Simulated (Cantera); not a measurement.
A closed system holds: 1 mol PbO, 0.45 mol H2, at 1500 K and 17.0 Pa.

Cantera equilibrium calculation (NASA polynomials, part measured and part estimated; ideal gas, pure solids and liquids). Candidate condensed phases: H2O, Pb, PbO, PbO2, Pb3O4; 12 gas species. The numbers say what is thermodynamically allowed, not how fast it happens.

Base state: Pb 0.403, H2O 0.293, PbO 0.249, O2 0.0548, OH 0.000837, H2 0.000181, O 7.28e-5, H 1.82e-5 (mole fractions); condensed: gas only.

Question: What changes in the equilibrium state with this change: temperature from 1500 K to 1300 K?

Answer: 
| species | before | after |
|---|---|---|
| PbO | 0.249 | 0.360 |
| Pb | 0.403 | 0.324 |
| H2O | 0.293 | 0.308 |
| O2 | 0.0548 | 0.00791 |
| O | 7.28e-5 | 1.21e-6 |
| H | 1.82e-5 | 4.07e-7 |
| OH | 0.000837 | 7.10e-5 |
| H2 | 0.000181 | 2.30e-5 |

Question: What changes in the equilibrium state with this change: PbO replaced by Fe(CO)5?

Answer: 
```csv
species,before,after
CO,0,0.916
H2,0.000181,0.0823
Fe,0,0.000882
Pb,0.403,0
H2O,0.293,5.15e-8
PbO,0.249,0
O2,0.0548,<1e-9
OH,0.000837,<1e-9
O,7.28e-5,<1e-9
H,1.82e-5,0.000387
"Fe(γ), mol",0,0.995
```
Further candidate phases: C, C6H6, C7H8, C8H18, Fe, Fe(CO)5, FeO, Fe(OH)2, Fe(OH)3, Fe2O3, Fe3O4.
